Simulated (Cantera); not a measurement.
A Cantera script and what it prints.

```python
import numpy as np
import cantera as ct

gas_names = """
    Fe FeO Fe(OH)2 H HO2 H2 H2O H2O2 O OH O2 O3
""".split()
cond_names = """
    Fe(a) Fe(c) Fe(d) Fe(L) FeO(s) FeO(L) Fe(OH)2(s) Fe(OH)3(s) Fe2O3(s) Fe3O4(s) H2O(s) H2O(L)
""".split()


def load(file, names, dense=False):
    # The tables refer to 1 bar. Condensed volumes are neglected.
    table = {s.name: s for s in ct.Species.list_from_file(file)}
    out = []
    for n in names:
        d = dict(table[n].input_data)
        d["thermo"] = dict(d["thermo"], **{"reference-pressure": 1e5})
        if dense:
            d["equation-of-state"] = {"model": "constant-volume", "density": "1e6 g/cm^3"}
        out.append(ct.Species.from_dict(d))
    return out


gas = ct.Solution(thermo="ideal-gas", species=load("nasa_gas.yaml", gas_names))
cond = {s.name: ct.Solution(thermo="fixed-stoichiometry", species=[s], name=s.name)
        for s in load("nasa_condensed.yaml", cond_names, dense=True)}
atoms = {
    'Fe3O4': {'Fe': 3, 'O': 4},
    'H2': {'H': 2},
    'H2O': {'H': 2, 'O': 1},
}
top_T = {'Fe2O3(s)': 1830, 'Fe3O4(s)': 1870}  # K; cautious upper limits of use, not melting points


def equilibrate(T, P, feed):
    n = {}
    for name, mol in feed.items():
        for a, k in atoms[name].items():
            n[a] = n.get(a, 0.0) + k * mol
    gas.TPX = T, P, n
    mass = sum(n.values()) * gas.mean_molecular_weight
    gas.equilibrate("TP")
    valid = [c for c in cond.values() if c.min_temp <= T <= top_T.get(c.name, c.max_temp)]
    mix = ct.Mixture([(gas, mass / gas.mean_molecular_weight)] + [(c, 0.0) for c in valid])
    mix.T, mix.P = T, P
    mix.equilibrate("TP", solver="vcs", rtol=1e-11, max_steps=5000)
    return mix


results = []
feed = {'Fe3O4': 1, 'H2': 13, 'H2O': 0.1}  # mol
T = 1523.15  # K
P = 990  # Pa
mix = equilibrate(T, P, feed)
results.append((T, P, feed, dict(zip(mix.species_names, mix.species_moles))))
x = sorted(zip(gas.X, gas.species_names), reverse=True)
print(f"T = {T:g} K  P = {P:g} Pa  gas = {mix.phase_moles(0):.4g} mol")
print("   x: " + "  ".join(f"{s} {v:.3e}" for v, s in x if v > 0.0001))
print("   condensed (mol): " + ("  ".join(f"{mix.phase(i).name} {mix.phase_moles(i):.4g}"
      for i in range(1, mix.n_phases) if mix.phase_moles(i) > 1e-12) or "none"))
```

Result:

```
T = 1523.15 K  P = 990 Pa  gas = 13.1 mol
   x: H2 7.001e-01  H2O 2.997e-01  H 1.947e-04
   condensed (mol): Fe(c) 2.826  FeO(s) 0.1737
```

Cantera equilibrium calculation (NASA polynomials, part measured and part estimated; ideal gas, pure solids and liquids). Mutual solubility and eutectic melting of coexisting phases are not modelled. The tables' stoichiometric FeO is somewhat more stable than real wüstite, so its field is too wide. FeO: taken at fixed stoichiometry.
